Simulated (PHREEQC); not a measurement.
Leach liquor (model solution)

Solution (9.8 °C): 0.088 mol H2SO4 and 0.0078 mol LiCl per kg of water. Closed to the air; pH follows from the charge balance.

All values are PHREEQC results (Pitzer model, pitzer.dat), not measurements.

This is a speciation only: nothing precipitates in the calculation.

Task: Estimate the pH, density, ionic strength.

Result: pH 1.03; density 1.006 g/cm³; ionic strength 0.160 mol/kgw.

Task: In which forms is S present?

Result: HSO4- 63 %, SO4-2 37 % of the S.

Away from 25 °C the constants follow the database's enthalpies or fits; those with neither stay at their 25 °C values.
